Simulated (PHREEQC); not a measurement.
**Alkaline etch or developer: speciation**

A solution holds 0.037 mol CsOH, 0.0066 mol Na2SiO3 and 0.004 mol K3PO4 per kg of water, at 25 °C. Closed to the air; pH follows from the charge balance.

Equilibrium calculation in PHREEQC: ion-association model, wateq4f.dat.

```
Property                  Result
----------------  --------------
pH                         12.52
ionic strength    0.0747 mol/kgw
total alkalinity     58.2 meq/kg
```

| species | molality | activity | log γ |
|---|---|---|---|
| OH- | 0.0424 | 0.0332 | -0.106 |
| Cs+ | 0.0370 | 0.0295 | -0.098 |
| Na+ | 0.0132 | 0.0106 | -0.097 |
| K+ | 0.0120 | 0.00942 | -0.105 |
| H3SiO4- | 0.00463 | 0.00366 | -0.103 |
| PO4-3 | 0.00327 | 0.000445 | -0.866 |
| H2SiO4-2 | 0.00196 | 0.000826 | -0.375 |
| HPO4-2 | 0.000720 | 0.000297 | -0.385 |
| NaHPO4- | 7.59e-6 | 6.11e-6 | -0.094 |
| H4SiO4 | 7.34e-6 | 7.46e-6 | 0.007 |

This is a speciation only: nothing precipitates in the calculation. H3PO4, which wateq4f.dat lacks, is added to it with the constant of phreeqc.dat.
